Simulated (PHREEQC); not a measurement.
PHREEQC input (ion-association model, wateq4f.dat):

```
SOLUTION_SPECIES
  2 NO3- + 12 H+ + 10 e- = N2 + 6 H2O  # shut off: nitrate stays nitrate
    -log_k -100
    -delta_h 0
    -analytic -100
SOLUTION 1
  temp 25
  units mmol/kgw
  pH 7 charge
  S(6) 8.1
  Cu(2) 7.3
  Cl 10.8
  Fe(3) 3.6
SOLUTION 2
  temp 25
  units mmol/kgw
  pH 7 charge
  N(5) 26
  Ni 45
  Cl 64.047
  Na 0.047
END
SELECTED_OUTPUT 1
  -reset false
  -pH true
  -pe true
  -ionic_strength true
  -water true
  -totals Cl Cu Fe N Na Ni S Cu(1) Cu(2) Fe(2)
    Fe(3) N(5) N(3) N(0) N(-3) S(-2) S(6)
  -molalities H+ Cl- Cu+2 Fe+2 NO3- Na+ Ni+2 SO4-2 Fe+3 FeOH+2
    FeOH+ Fe(OH)3- FeSO4+ FeCl+2 FeCl2+ FeCl3 FeSO4 NH3 NaSO4- HSO4-
    H2S HS- S-2 O2 Fe(OH)2+ Fe(OH)3 Fe(OH)4- Fe(OH)2 NH4+ NH4SO4-
    FeHSO4+ OH- FeHSO4+2 CuCl2- CuCl3-2 Cu+ CuCl+ CuCl2 CuCl3- CuCl4-2
    CuOH+ Cu(OH)2 Cu(OH)3- Cu(OH)4-2 Cu2(OH)2+2 CuSO4 Cu(HS)3- Fe(SO4)2- Fe2(OH)2+4 Fe3(OH)4+5
    NO2- NiCl+ NiOH+ Ni(OH)2 Ni(OH)3- NiSO4 Fe(HS)2 Fe(HS)3- NiCl2 Ni(SO4)2-2
    FeCl+
  -equilibrium_phases Fe(OH)3(a) Cu(OH)2 Brochantite Antlerite Atacamite Cu2(OH)3NO3 Ni(OH)2 Ni4(OH)6SO4 Jarosite-Na Halite
    Mirabilite Chalcanthite Morenosite
PRINT
  -reset false
MIX 1
  1 1
  2 0
EQUILIBRIUM_PHASES 1
  Fe(OH)3(a) 0 0
  Cu(OH)2 0 0
  Brochantite 0 0
  Antlerite 0 0
  Atacamite 0 0
  Cu2(OH)3NO3 0 0
  Ni(OH)2 0 0
  Ni4(OH)6SO4 0 0
  Jarosite-Na 0 0
  Halite 0 0
  Mirabilite 0 0
  Chalcanthite 0 0
  Morenosite 0 0
  O2(g) -0.68 10
END
# ... the last block is repeated for the other 20 points of share of solution B
```

Selected output (columns that matter, 10 of 21 rows; share of solution B added in front):

```
share of solution B	pH	mu	Cl	Cu	Fe	N	Na	Ni	S	m_H+	m_Cl-	m_Cu+2	m_NO3-	Fe(OH)3(a)
0	2.7513	0.03038	0.0108	0.0073	0.0036	0	0	0	0.0081	0.0020295	0.010659	0.0058992	0	0
0.1	2.7595	0.040422	0.016125	0.00657	0.00324	0.0026	4.7e-06	0.0045	0.00729	0.0020176	0.01585	0.0055129	0.0026	0
0.2	2.7751	0.050622	0.02145	0.00584	0.00288	0.0052	9.4e-06	0.009	0.00648	0.0019669	0.021008	0.0050308	0.0052	0
0.35	2.8131	0.065932	0.029437	0.004745	0.00234	0.0091001	1.645e-05	0.01575	0.005265	0.0018255	0.028691	0.0042017	0.0091001	0
0.45	2.85	0.076053	0.034761	0.004015	0.00198	0.0117	2.115e-05	0.02025	0.004455	0.0016885	0.03378	0.0036043	0.0117	0
0.55	2.8996	0.086068	0.040086	0.003285	0.00162	0.0143	2.585e-05	0.02475	0.003645	0.0015153	0.038846	0.0029826	0.0143	0
0.65	2.968	0.095959	0.045411	0.002555	0.00126	0.0169	3.055e-05	0.02925	0.002835	0.0013015	0.043888	0.0023425	0.0169	0
0.8	3.1372	0.11055	0.053398	0.00146	0.00072001	0.0208	3.76e-05	0.036	0.00162	0.00088779	0.051406	0.0013555	0.0208	0
0.9	3.3661	0.12015	0.058723	0.00073	0.00036	0.0234	4.23e-05	0.0405	0.00081	0.00052632	0.056379	0.00068277	0.0234	0
1	5.8322	0.12983	0.064047	0	0	0.026	4.7e-05	0.045	0	1.8061e-06	0.061304	0	0.026	0
```

Complexes and solids missing from the database can't appear.
